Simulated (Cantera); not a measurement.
Silicon epitaxy and polysilicon growth: SiH2Cl2 + Cl2 + H2 + HCl

Charge: 1 mol SiH2Cl2, 0.98 mol Cl2, 96 mol H2, 0.25 mol HCl, at 0.00490 bar.

Equilibrium computed with Cantera from the NASA thermochemical tables; the gas is ideal and each condensed phase is pure. Candidate condensed phases: Si; 19 gas species. The tables' values for SiCl3, SiCl are old estimates; treat these amounts as uncertain. Gases not in the tables: Si2H6 and higher silanes. Rates play no part.

From 1075 K to 1675 K the condensed part is Si(s). The main Si-bearing gas is SiCl2 throughout. The share of Si in condensed phases is highest at 1175 K (65.4 %) and lowest at 1075 K (55.4 %).

```
T (K)   x H2   x HCl  x SiCl2   x SiCl4  n Si(s)
-----  -----  ------  -------  --------  -------
1075   0.966  0.0291  0.00171   0.00166    0.554
1175   0.962  0.0346  0.00284  0.000231    0.654
1275   0.961  0.0352  0.00334   2.63e-5    0.651
1375   0.961  0.0349  0.00365   3.77e-6    0.631
1475   0.961  0.0345  0.00390   6.94e-7    0.609
1575   0.961  0.0341  0.00411   1.58e-7    0.588
1675   0.960  0.0337  0.00427   4.29e-8    0.560
```
x: gas mole fraction; n: condensed amount in mol.
